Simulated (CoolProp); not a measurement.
Hydrogen chloride at several states: density (kg/m³) from the reference equation and from simpler models built on Tc = 51.5 °C, pc = 83.14 bar, ω = 0.130; each cubic takes its own stable root.

Values from CoolProp's reference Helmholtz-energy equation of state, Thol 2018.

```csv
T (°C),p (bar),phase,reference,Redlich-Kwong,Soave-Redlich-Kwong
212.55,1.95,gas,1.765,1.765,1.764
-69.05,165,liquid,(withheld),(withheld),(withheld)
297.05,246,supercritical,210.8,210.8,(withheld)
```

Task: Complete the blanks.

Result: 
- -69.05, reference: 1169
- -69.05, Redlich-Kwong: 1021
- -69.05, Soave-Redlich-Kwong: 1030
- 297.05, Soave-Redlich-Kwong: 198.2
